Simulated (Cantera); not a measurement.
Cantera run:

```python
import numpy as np
import cantera as ct

gas_names = """
    CL CL2 H HCL H2 N NH NH2 NH3 N2 N2H2 N2H4 Si SiCL SiCL2 SiCL3 SiCL4 SiH SiHCL3 SiH2 SiH2CL2 SiH3
    SiH3CL SiH4 SiN Si2 Si2N Si3
""".split()
cond_names = """
    NH4CL(a) NH4CL(b) Si(cr) Si(L) Si3N4(a)
""".split()


# ... load() reads the species with a 1 bar reference pressure and builds the phases ...
atoms = {
    'SiCl4': {'Si': 1, 'CL': 4},
    'NH3': {'N': 1, 'H': 3},
    'H2': {'H': 2},
}
top_T = {'Si3N4(a)': 2400}  # K; cautious upper limits of use, not melting points


# ... equilibrate(T, P, feed) seeds the gas with the atoms and calls Mixture.equilibrate('TP', solver="vcs", rtol=1e-11, max_steps=5000) ...
results = []
feed = {'SiCl4': 1, 'NH3': 3.4, 'H2': 3.2}  # mol
for P in [5, 13, 36, 98, 260, 710, 1900, 5100, 14000, 37000, 100000]:
    for T in [1575, 1625, 1675, 1725, 1775, 1825, 1875, 1925, 1975, 2025, 2075]:
        mix = equilibrate(T, P, feed)
        results.append((T, P, feed, dict(zip(mix.species_names, mix.species_moles))))

for T, P, feed, n in results:
    print(f"{T:7g} {P:10.4g}  " + (" + ".join(c for c in cond_names if n.get(c, 0) > 1e-12) or "gas only"))
```

Output:

```
   1575          5  gas only
   1625          5  gas only
   1675          5  gas only
   1725          5  gas only
   1775          5  gas only
   1825          5  gas only
   1875          5  gas only
   1925          5  gas only
   1975          5  gas only
   2025          5  gas only
   2075          5  gas only
   1575         13  gas only
   1625         13  gas only
   1675         13  gas only
   1725         13  gas only
   1775         13  gas only
   1825         13  gas only
   1875         13  gas only
   1925         13  gas only
   1975         13  gas only
   2025         13  gas only
   2075         13  gas only
   1575         36  gas only
   1625         36  gas only
   1675         36  gas only
   1725         36  gas only
   1775         36  gas only
   1825         36  gas only
   1875         36  gas only
   1925         36  gas only
   1975         36  gas only
   2025         36  gas only
   2075         36  gas only
   1575         98  gas only
   1625         98  gas only
   1675         98  gas only
   1725         98  gas only
   1775         98  gas only
   1825         98  gas only
   1875         98  gas only
   1925         98  gas only
   1975         98  gas only
   2025         98  gas only
   2075         98  gas only
   1575        260  gas only
   1625        260  gas only
   1675        260  gas only
   1725        260  gas only
   1775        260  gas only
   1825        260  gas only
   1875        260  gas only
   1925        260  gas only
   1975        260  gas only
   2025        260  gas only
   2075        260  gas only
   1575        710  Si3N4(a)
   1625        710  gas only
   1675        710  gas only
   1725        710  gas only
   1775        710  gas only
   1825        710  gas only
   1875        710  gas only
   1925        710  gas only
   1975        710  gas only
   2025        710  gas only
   2075        710  gas only
   1575       1900  Si3N4(a)
   1625       1900  Si3N4(a)
   1675       1900  gas only
   1725       1900  gas only
   1775       1900  gas only
   1825       1900  gas only
   1875       1900  gas only
   1925       1900  gas only
   1975       1900  gas only
   2025       1900  gas only
   2075       1900  gas only
   1575       5100  Si3N4(a)
   1625       5100  Si3N4(a)
   1675       5100  Si3N4(a)
   1725       5100  Si3N4(a)
   1775       5100  gas only
   1825       5100  gas only
   1875       5100  gas only
   1925       5100  gas only
   1975       5100  gas only
   2025       5100  gas only
   2075       5100  gas only
   1575    1.4e+04  Si3N4(a)
   1625    1.4e+04  Si3N4(a)
   1675    1.4e+04  Si3N4(a)
   1725    1.4e+04  Si3N4(a)
   1775    1.4e+04  Si3N4(a)
   1825    1.4e+04  gas only
   1875    1.4e+04  gas only
   1925    1.4e+04  gas only
   1975    1.4e+04  gas only
   2025    1.4e+04  gas only
   2075    1.4e+04  gas only
   1575    3.7e+04  Si3N4(a)
   1625    3.7e+04  Si3N4(a)
   1675    3.7e+04  Si3N4(a)
   1725    3.7e+04  Si3N4(a)
   1775    3.7e+04  Si3N4(a)
   1825    3.7e+04  Si3N4(a)
   1875    3.7e+04  gas only
   1925    3.7e+04  gas only
   1975    3.7e+04  gas only
   2025    3.7e+04  gas only
   2075    3.7e+04  gas only
   1575      1e+05  Si3N4(a)
   1625      1e+05  Si3N4(a)
   1675      1e+05  Si3N4(a)
   1725      1e+05  Si3N4(a)
   1775      1e+05  Si3N4(a)
   1825      1e+05  Si3N4(a)
   1875      1e+05  Si3N4(a)
   1925      1e+05  Si3N4(a)
   1975      1e+05  gas only
   2025      1e+05  gas only
   2075      1e+05  gas only
```

Cantera equilibrium calculation (NASA polynomials, part measured and part estimated; ideal gas, pure solids and liquids). The tables' values for SiCl3 are old estimates.
